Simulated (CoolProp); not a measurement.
The numbers come from the reference Helmholtz-energy equation of state, Thol 2017 in CoolProp.

### Question
For octamethyltrisiloxane (MDM), give the phase and the cp (kJ/(kg K)), cv (kJ/(kg K)), speed of sound (m/s), expansivity (1/kK) at 575 K and 7.19 MPa; 575 K and 9.58 MPa; 575 K and 12 MPa.

### Answer
- 575 K and 7.19 MPa: supercritical; cp 2.40, cv 2.12, speed of sound 319, expansivity 2.32
- 575 K and 9.58 MPa: supercritical; cp 2.37, cv 2.12, speed of sound 369, expansivity 1.90
- 575 K and 12 MPa: supercritical; cp 2.35, cv 2.12, speed of sound 412, expansivity 1.65
